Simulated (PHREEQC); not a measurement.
Consider water at 5 °C with 0.135 mol NaCl, 0.00061 mol KCl and 0.00061 mol MgCl2 per kg of water. Closed to the air; pH follows from the charge balance.

Computed with PHREEQC (ion-association model, wateq4f.dat).

### Question
The ionic strength comes out as 0.137 mol/kgw. What activity coefficients do Cl-, K+, Mg+2, Na+ get?

### Answer
Cl- 0.75, K+ 0.75, Mg+2 0.39, Na+ 0.77.

Precipitation was switched off in this run. Complexes and solids missing from the database can't appear. Away from 25 °C the constants follow the database's enthalpies or fits; those with neither stay at their 25 °C values.
